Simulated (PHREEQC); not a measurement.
1 kg of water holding 0.32 mol KCl meets 20 L of dry gas (CO2 1 by moles) at fixed total pressure, at 40 °C; fugacities by Peng-Robinson. The gases take part in no redox reaction, some water evaporates into the gas, and hydrates or a liquid gas phase aren't modelled. No solid was allowed to form.

Equilibrium calculation in PHREEQC: Pitzer model, pitzer.dat.

Predict dissolved CO2 (all carbonate carbon) (mol/kgw), φ of CO2, pH at P (atm) = 2, 5, 40, 100.


```json
[
 {"P (atm)": "2", "dissolved CO2 (all carbonate carbon) (mol/kgw)": "0.0442", "φ of CO2": "0.991", "pH": "3.80"},
 {"P (atm)": "5", "dissolved CO2 (all carbonate carbon) (mol/kgw)": "0.111", "φ of CO2": "0.976", "pH": "3.60"},
 {"P (atm)": "40", "dissolved CO2 (all carbonate carbon) (mol/kgw)": "0.746", "φ of CO2": "0.819", "pH": "3.19"},
 {"P (atm)": "100", "dissolved CO2 (all carbonate carbon) (mol/kgw)": "1.21", "φ of CO2": "0.561", "pH": "3.08"}
]
```

At this temperature some constants are extrapolated from 25 °C, and those without enthalpy data are left unchanged.
